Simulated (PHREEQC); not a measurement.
Make-up at 25 °C: 0.0031 mol HF, 0.012 mol H2SiF6 and 0.0023 mol HBF4 per kg of water. Closed to the air; pH follows from the charge balance.

Model: ion-association model, phreeqc.dat, run in PHREEQC.

The pH is 1.66, the ionic strength comes out as 0.0373 mol/kgw and the total alkalinity comes out as -84.3 meq/kg.

| species | molality | activity | log γ |
|---|---|---|---|
| H+ | 0.0255 | 0.0221 | -0.063 |
| SiF6-2 | 0.0117 | 0.00589 | -0.299 |
| HF | 0.00648 | 0.00653 | 0.004 |
| BF4- | 0.00172 | 0.00144 | -0.077 |
| H3BO3 | 0.000460 | 0.000464 | 0.004 |
| H4SiO4 | 0.000275 | 0.000277 | 0.004 |

This is a speciation only: nothing precipitates in the calculation. Saturation is exceeded, for instance for Quartz (slow to form); the values hold only as long as no solid forms. Complexes and solids missing from the database can't appear. SiF6-2 is the database's only silicon fluoride. Real BF4- forms and hydrolyses slowly; the run takes it at equilibrium.
